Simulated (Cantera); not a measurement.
A closed system holds: 1 mol Fe, 2 mol HCl, held at 0.0100 bar.

Cantera equilibrium calculation (NASA polynomials, part measured and part estimated; ideal gas, pure solids and liquids). Candidate condensed phases: Fe, FeCl₂, FeCl₃; 11 gas species. Rates play no part.

log p: log10 of the partial pressure in bar; n: condensed amount in mol.

```csv
T (°C),log p HCl,log p H₂,log p FeCl₂,log p Fe₂Cl₄,n Fe(α),n FeCl₂(s),n Fe(γ)
550,-2.36,-2.27,-3.68,-4.69,0.288,0.679,0
650,-2.23,-2.67,[?],[?],[?],0,0
750,-2.28,-2.62,-2.64,-4.39,0.526,0,0
850,-2.32,-2.58,-2.59,-4.93,0.479,0,0
950,-2.36,-2.55,-2.55,-5.41,0,0,0.441
1050,-2.39,-2.53,-2.53,-5.81,0,0,0.409
1150,-2.42,-2.51,-2.51,[?],0,0,0.383
1250,-2.44,-2.50,-2.50,-6.47,0,0,0.361
```

Some entries are withheld; supply them.


- 1150, log p Fe₂Cl₄: -6.16
- 650, log p FeCl₂: -2.74
- 650, log p Fe₂Cl₄: -3.79
- 650, n Fe(α): 0.575
